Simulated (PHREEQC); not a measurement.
Dissolve 140 mmol/kgw KOH and 1 mmol/kgw H4SiO4 at 20 °C. Closed to the air; pH follows from the charge balance.

All values are PHREEQC results (ion-association model, phreeqc.dat), not measurements.

Each row changes one thing in this solution. No solid was allowed to form.

```json
[
 {"case": "as made", "pH": "13.18", "H3SiO4- (mol/kgw)": "0.000392", "H4SiO4 (mol/kgw)": "1.53e-7", "SI of Quartz (SiO2)": "-2.74"},
 {"case": "temperature from 20 to 60 °C", "pH": "12.02", "H3SiO4- (mol/kgw)": "0.000496", "H4SiO4 (mol/kgw)": "8.58e-7", "SI of Quartz (SiO2)": "-2.53"},
 {"case": "0.0038 mol/kgw Ca(OH)2 added", "pH": "13.19", "H3SiO4- (mol/kgw)": "0.000381", "H4SiO4 (mol/kgw)": "1.43e-7", "SI of Quartz (SiO2)": "-2.77"},
 {"case": "KOH replaced by KBr at the same molality", "pH": "6.42", "H3SiO4- (mol/kgw)": "4.46e-7", "H4SiO4 (mol/kgw)": "0.001000", "SI of Quartz (SiO2)": "+1.07"},
 {"case": "H4SiO4 from 0.001 to 0.0009 mol/kgw", "pH": "13.18", "H3SiO4- (mol/kgw)": "0.000352", "H4SiO4 (mol/kgw)": "1.38e-7", "SI of Quartz (SiO2)": "-2.79"},
 {"case": "temperature from 20 to 55 °C", "pH": "12.14", "H3SiO4- (mol/kgw)": "0.000483", "H4SiO4 (mol/kgw)": "7.10e-7", "SI of Quartz (SiO2)": "-2.55"},
 {"case": "diluted 10-fold with water", "pH": "12.26", "H3SiO4- (mol/kgw)": "8.88e-5", "H4SiO4 (mol/kgw)": "3.55e-7", "SI of Quartz (SiO2)": "-2.39"}
]
```

Complexes and solids missing from the database can't appear. Some of these states are supersaturated (in Quartz (slow to form), Chalcedony (slow to form), for instance). Constants without temperature data keep their 25 °C values here.
